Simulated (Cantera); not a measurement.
Gas mixture: CO₂ : H₂O : O₂ = 0.82 : 0.33 : 0.71 (molar parts), at 4.80 Torr, frozen composition.

Cantera's kinetic-theory transport with the Lennard-Jones parameters of GRI-Mech 3.0, ideal gas; thermal conductivity in the mixture-averaged form. Polar gases are described roughly by these parameters.

One state of this run: ρ (kg/m³) = 0.00141; cp (J/kg/K) = 1432; μ (µPa s) = 67.5; λ (mW/m/K) = 138; Pr = 0.698; D (cm²/s) O = 1110; D (cm²/s) H₂O = 882; D (cm²/s) CH₄ = 783. D: mixture-averaged diffusion coefficient of that species in the mixture.

Which value of T (K) does it belong to?
(A) 1650
(B) 1150
(C) 1900
(D) 1400

C, 1900
